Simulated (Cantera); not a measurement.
**Thermodynamics of carbothermic reduction, feed Cu2O + CH4 + H2**

A closed system holds: 1 mol Cu2O, a varied amount of CH4, 0.58 mol H2, at 1175 °C and 0.120 Torr.

Equilibrium computed with Cantera from the NASA thermochemical tables; the gas is ideal and each condensed phase is pure. Candidate condensed phases: C, C6H6, C7H8, C8H18, Cu, CuO, Cu(OH)2, Cu2O, H2O; 113 gas species. Kinetics and transport are ignored.

From 0.48 mol CH4 to 0.71 mol CH4 the condensed part is Cu(l). From 1.1 mol CH4 to 5.1 mol CH4 the condensed part is C(graphite) + Cu(l). The main Cu-bearing gas is Cu throughout. The share of Cu in condensed phases is highest at 0.48 mol CH4 (97.9 %) and lowest at 5.1 mol CH4 (87.5 %).

| n(CH4) (mol) | x H2 | x CO | x H2O | x CO2 | x Cu | n Cu(l) | n C(graphite) |
|---|---|---|---|---|---|---|---|
| 0.48 | 0.528 | 0.198 | 0.218 | 0.0344 | 0.0208 | 1.96 | 0 |
| 0.71 | 0.632 | 0.242 | 0.0902 | 0.0146 | 0.0208 | 1.94 | 0 |
| 1.1 | 0.720 | 0.259 | 7.55e-8 | 1.15e-8 | 0.0208 | 1.92 | 0.1000 |
| 1.6 | 0.774 | 0.205 | 6.42e-8 | 7.16e-9 | 0.0208 | 1.90 | 0.600 |
| 2.3 | 0.820 | 0.158 | 5.26e-8 | 4.29e-9 | 0.0208 | 1.87 | 1.30 |
| 3.4 | 0.862 | 0.117 | 4.08e-8 | 2.33e-9 | 0.0208 | 1.82 | 2.40 |
| 5.1 | 0.895 | 0.0831 | 3.01e-8 | 1.18e-9 | 0.0208 | 1.75 | 4.10 |
x: gas mole fraction; n: condensed amount in mol.
